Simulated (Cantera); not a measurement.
Cantera run, input and output.

```python
import numpy as np
import cantera as ct

gas = ct.Solution("h2o2.yaml")


def delay(T, t_max=10):
    gas.TPX = T, 460000, {'H2': 1, 'O2': 0.526, 'N2': 1.98}
    reactor = ct.IdealGasReactor(gas, clone=False)
    net = ct.ReactorNet([reactor])
    net.rtol, net.atol = 1e-8, 1e-16
    while net.time < t_max:
        t_old, T_old = net.time, reactor.T
        net.step()
        if reactor.T > T + 400:  # ignition: a rise of 400 K
            return t_old + (T + 400 - T_old) / (reactor.T - T_old) * (net.time - t_old)
    return np.nan


taus = []
for T in [1050, 1125, 1200, 1275, 1350, 1425, 1500, 1575, 1650, 1725]:
    taus.append(delay(T))
    print(f"T0 = {T:6g} K   tau = {taus[-1]:.4e} s")
```

Result:

```
T0 =   1050 K   tau = 2.4840e-03 s
T0 =   1125 K   tau = 9.9755e-05 s
T0 =   1200 K   tau = 1.5336e-05 s
T0 =   1275 K   tau = 8.0072e-06 s
T0 =   1350 K   tau = 5.2297e-06 s
T0 =   1425 K   tau = 3.7801e-06 s
T0 =   1500 K   tau = 2.9069e-06 s
T0 =   1575 K   tau = 2.3384e-06 s
T0 =   1650 K   tau = 1.9520e-06 s
T0 =   1725 K   tau = 1.6846e-06 s
```

Detailed kinetics in Cantera: the H2/O2 subset of GRI-Mech 3.0, which has no nitrogen chemistry. The hydrogen kinetics of GRI-Mech 3.0 are dated; newer H2 mechanisms differ, most at raised pressure. Where the delays flatten at high temperature, the 400 K rule measures the pace of heat release, not the induction time.
